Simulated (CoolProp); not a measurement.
The numbers come from the reference Helmholtz-energy equation of state, Zhou 2016 in CoolProp.

Task: For R245ca, give the phase and the density (kg/m³), Joule-Thomson coefficient (K/MPa), isothermal compressibility (1/MPa), expansivity (1/kK) at -4.65 °C and 59.1 bar; -4.65 °C and 88.7 bar.

Result: 
- -4.65 °C and 59.1 bar: liquid; density 1470, Joule-Thomson coefficient -0.299, isothermal compressibility 0.00119, expansivity 1.54
- -4.65 °C and 88.7 bar: liquid; density 1480, Joule-Thomson coefficient -0.303, isothermal compressibility 0.00115, expansivity 1.51
